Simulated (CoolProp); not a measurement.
Vapour-liquid equilibrium of R22 (1) + R142b (2) at 0.042 bar; x and y are mole fractions of (1).

The numbers come from the multi-fluid Helmholtz-energy mixture model, Kamei 1995 and Lemmon 2006; pair parameters Bell 2016 in CoolProp.

| x | bubble temperature (K) | y at the bubble point | dew temperature at overall composition x (K) | liquid density (mol/L) |
|---|---|---|---|---|
| 0.05 | 202.7 | 0.232 | 205.0 | 13.34 |
| 0.125 | 199.3 | 0.453 | 204.1 | 13.67 |
| 0.2 | 196.6 | 0.594 | 203.1 | 13.99 |
| 0.275 | 194.4 | 0.693 | 202.1 | 14.32 |
| 0.35 | 192.5 | 0.766 | 201.0 | 14.65 |
| 0.425 | 190.7 | 0.822 | 199.8 | 14.98 |
| 0.5 | 189.2 | 0.866 | 198.5 | 15.33 |
| 0.575 | 187.7 | 0.901 | 197.0 | 15.69 |
| 0.65 | 186.4 | 0.929 | 195.4 | 16.05 |
| 0.725 | 185.2 | 0.951 | 193.6 | 16.43 |
| 0.8 | 184.0 | 0.969 | 191.4 | 16.82 |
| 0.875 | 183.0 | 0.983 | 188.8 | 17.22 |
| 0.95 | 182.1 | 0.994 | 185.3 | 17.64 |

No azeotrope shows between x = 0.05 and 0.95.

Pair parameters are fitted to limited data, so mixtures are less certain than the pure fluids.
